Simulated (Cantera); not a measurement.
An isothermal, constant-pressure homogeneous reactor starts with C2H6 : N2 = 1 : 53 (molar parts), at 1700 K and 128 Torr. Integrator tolerance rtol = 1e-08.

Model: GRI-Mech 3.0 (53 species, 325 reactions), integrated in Cantera. GRI-Mech 3.0 stops at C3 and has no aromatics, soot or wall deposition, so with more carbon than oxygen in the feed, carbon stays in small species such as C2H2 where larger ones or solid carbon would form.

Question: What does this change do: C2H6 1 to 4.2 parts?

Answer: 
```tsv
quantity	before	after
x(C2H6) at 200 s	6.48e-11 (gas-phase equilibrium 1.16e-11)	3.26e-9 (gas-phase equilibrium 1.26e-9)
x(C2H2) at 200 s	0.0178 (gas-phase equilibrium 0.00289)	0.0638 (gas-phase equilibrium 0.0244)
x(C2H) at 200 s	1.89e-7 (gas-phase equilibrium 3.07e-8)	3.59e-7 (gas-phase equilibrium 1.37e-7)
x(CH2) at 200 s	1.38e-9 (gas-phase equilibrium 5.93e-10)	5.26e-9 (gas-phase equilibrium 3.26e-9)
x(CH3) at 200 s	7.00e-7 (gas-phase equilibrium 3.01e-7)	5.06e-6 (gas-phase equilibrium 3.14e-6)
```

Question: What does this change do: temperature 1700 to 1375 K?

Answer: 
| quantity | before | after |
|---|---|---|
| x(C2H6) at 200 s | 6.48e-11 (gas-phase equilibrium 1.16e-11) | 1.23e-7 (gas-phase equilibrium 3.99e-9) |
| x(C2H2) at 200 s | 0.0178 (gas-phase equilibrium 0.00289) | 0.0168 (gas-phase equilibrium 0.00411) |
| x(C2H) at 200 s | 1.89e-7 (gas-phase equilibrium 3.07e-8) | 5.63e-10 (gas-phase equilibrium 1.48e-10) |
| x(CH2) at 200 s | 1.38e-9 (gas-phase equilibrium 5.93e-10) | 4.51e-11 (gas-phase equilibrium 7.32e-12) |
| x(CH3) at 200 s | 7.00e-7 (gas-phase equilibrium 3.01e-7) | 1.57e-6 (gas-phase equilibrium 2.37e-7) |
